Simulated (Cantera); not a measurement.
# Boron, boron nitride and boron oxide: BF3 + O2 + N2

Input: 1 mol BF3, 0.11 mol O2, 3.4 mol N2, held at 1300 Pa.

Cantera equilibrium calculation (NASA polynomials, part measured and part estimated; ideal gas, pure solids and liquids). Candidate condensed phases: B, BN, B2O3; 31 gas species. The tables' values for BF2 are old estimates; treat these amounts as uncertain. Kinetics and transport are ignored.

```csv
T (K),x N2,x BF3,x O2,x F,x BOF
1125,0.754,0.222,0.0244,1.78e-7,7.17e-8
1200,0.754,0.222,0.0244,8.23e-7,3.63e-7
1275,0.754,0.222,0.0243,3.22e-6,1.49e-6
1350,0.754,0.222,0.0243,1.09e-5,5.17e-6
1425,0.754,0.222,0.0242,3.24e-5,1.56e-5
1500,0.754,0.222,0.0242,8.66e-5,4.23e-5
1575,0.753,0.222,0.0240,0.000211,0.000104
1650,0.753,0.221,0.0239,0.000475,0.000234
1725,0.753,0.221,0.0236,0.000995,0.000493
1800,0.752,0.220,0.0231,0.00196,0.000971
1875,0.751,0.219,0.0224,0.00364,0.00181
1950,0.749,0.217,0.0213,0.00642,0.00319
2025,0.746,0.214,0.0198,0.0108,0.00536
2100,0.742,0.210,0.0175,0.0173,0.00859
```
x: gas mole fraction; nothing condenses.

From 1125 K to 2100 K nothing is condensed. The main B-bearing gas is BF3 throughout.
